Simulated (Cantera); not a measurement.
# BF3 + H2 + N2 (boron, boron nitride and boron oxide)

Input: 1 mol BF3, 4.6 mol H2, 8.7 mol N2, held at 1352 °C.

Equilibrium computed with Cantera from the NASA thermochemical tables; the gas is ideal and each condensed phase is pure. Candidate condensed phases: B, BN; 31 gas species. The tables' values for BF2 are old estimates; treat these amounts as uncertain. Kinetics and transport are ignored.

```
P (Pa)   x N2   x H2   x BF3    x HF     x BF2      x BF  n BN(s)
------  -----  -----  ------  ------  --------  --------  -------
10      0.596  0.294  0.0410  0.0385    0.0159    0.0110        0
32      0.599  0.301  0.0471  0.0289    0.0138   0.00718        0
100     0.602  0.306  0.0520  0.0221    0.0113   0.00440  0.00416
320     0.603  0.308  0.0562  0.0228   0.00666   0.00141   0.0579
1000    0.604  0.308  0.0585  0.0231   0.00386  0.000457   0.0817
3200    0.604  0.309  0.0597  0.0233   0.00219  0.000144   0.0933
10000   0.604  0.309  0.0604  0.0234   0.00125   4.62e-5   0.0991
32000   0.605  0.309  0.0607  0.0235  0.000701   1.45e-5    0.102
100000  0.605  0.309  0.0610  0.0235  0.000397   4.63e-6    0.104
```
x: gas mole fraction; n: condensed amount in mol.

From 10.0 Pa to 32.0 Pa nothing is condensed. From 1.00 mbar to 1.00 bar the condensed part is BN(s). The main B-bearing gas is BF3 throughout.
